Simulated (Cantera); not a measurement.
Input: 1 mol TiCl4, 7.4 mol H2, at 752 °C and 0.240 bar.

Equilibrium computed with Cantera from the NASA thermochemical tables; the gas is ideal and each condensed phase is pure. Candidate condensed phases: Ti, TiCl2, TiCl3, TiCl4; 10 gas species. The numbers say what is thermodynamically allowed, not how fast it happens.

Base state: H2 0.859, TiCl4 0.0947, HCl 0.0230, TiCl3 0.0230 (mole fractions); condensed: gas only.

### Question
What changes in the equilibrium state with this change: temperature from 752 °C to 1277 °C?

### Answer
```
species   before    after
-------  -------  -------
H2         0.859    0.785
HCl       0.0230    0.102
TiCl3     0.0230   0.0985
TiCl4     0.0947   0.0126
H        8.24e-9  5.70e-5
TiCl2    6.07e-7  0.00184
```
The tables' values for TiCl2 are old estimates; treat these amounts as uncertain.
